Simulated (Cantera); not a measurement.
Feed: 1 mol NiS, a varied amount of H2, 0.81 mol N2, at 923 K and 2.00 bar.

Equilibrium computed with Cantera from the NASA thermochemical tables; the gas is ideal and each condensed phase is pure. Candidate condensed phases: Ni, NiS, NiS2, Ni3S2, Ni3S4, S; 17 gas species. Equilibrium is a limit: real reactors are often held back by kinetics, nucleation or transport.

Problem. At 94 mol H2, list the 4 most abundant gas species with their mole fractions, and the condensed phases.

Solution. H2 0.988, N2 0.00845, H2S 0.00352, NH3 0.000182. Condensed: Ni3S2(s).
